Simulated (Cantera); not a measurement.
Cantera run:

```python
import numpy as np
import cantera as ct

gas_names = """
    H H2 N NH NH2 NH3 N2 N2H2 N2H4 Pb Pb2
""".split()
cond_names = """
    Pb(cr) Pb(L)
""".split()


def load(file, names, dense=False):
    # The tables refer to 1 bar. Condensed volumes are neglected.
    table = {s.name: s for s in ct.Species.list_from_file(file)}
    out = []
    for n in names:
        d = dict(table[n].input_data)
        d["thermo"] = dict(d["thermo"], **{"reference-pressure": 1e5})
        if dense:
            d["equation-of-state"] = {"model": "constant-volume", "density": "1e6 g/cm^3"}
        out.append(ct.Species.from_dict(d))
    return out


gas = ct.Solution(thermo="ideal-gas", species=load("nasa_gas.yaml", gas_names))
cond = {s.name: ct.Solution(thermo="fixed-stoichiometry", species=[s], name=s.name)
        for s in load("nasa_condensed.yaml", cond_names, dense=True)}
atoms = {
    'Pb': {'Pb': 1},
    'NH3': {'N': 1, 'H': 3},
    'N2': {'N': 2},
}
top_T = {}  # K; cautious upper limits of use, not melting points


def equilibrate(T, P, feed):
    n = {}
    for name, mol in feed.items():
        for a, k in atoms[name].items():
            n[a] = n.get(a, 0.0) + k * mol
    gas.TPX = T, P, n
    mass = sum(n.values()) * gas.mean_molecular_weight
    gas.equilibrate("TP")
    valid = [c for c in cond.values() if c.min_temp <= T <= top_T.get(c.name, c.max_temp)]
    mix = ct.Mixture([(gas, mass / gas.mean_molecular_weight)] + [(c, 0.0) for c in valid])
    mix.T, mix.P = T, P
    mix.equilibrate("TP", solver="vcs", rtol=1e-11, max_steps=5000)
    return mix


results = []
feed = {'Pb': 1, 'NH3': 1.8, 'N2': 2.3}  # mol
T = 2073  # K
P = 10000  # Pa
mix = equilibrate(T, P, feed)
results.append((T, P, feed, dict(zip(mix.species_names, mix.species_moles))))
print(gas.report(threshold=1e-05))
for i in range(1, mix.n_phases):
    print(f"{mix.phase(i).name:16s} {mix.phase_moles(i):12.5e} mol")
```

Output:

```
       temperature   2073 K
          pressure   10000 Pa
           density   0.025352 kg/m^3
  mean mol. weight   43.697 kg/kmol
   phase of matter   gas

                          1 kg             1 kmol
                     ---------------   ---------------
          enthalpy        1.9174e+06        8.3784e+07  J
   internal energy        1.5229e+06        6.6548e+07  J
           entropy              5734        2.5056e+05  J/K
    Gibbs function       -9.9692e+06       -4.3562e+08  J
 heat capacity c_p            775.08             33869  J/K
 heat capacity c_v            584.81             25554  J/K

                      mass frac. Y      mole frac. X     chem. pot. / RT
                     ---------------   ---------------   ---------------
                 H        0.00011946         0.0051785           -11.423
                H2          0.017887           0.38771           -22.845
                N2           0.29655           0.46257           -30.136
                Pb           0.68536           0.14454           -16.726
     [   +7 minor]        8.4124e-05        9.1752e-06

Pb(L)             0.00000e+00 mol
```

Method: chemical equilibrium by Gibbs-energy minimisation in Cantera with the NASA 1993 tables (ideal gas, pure condensed phases).
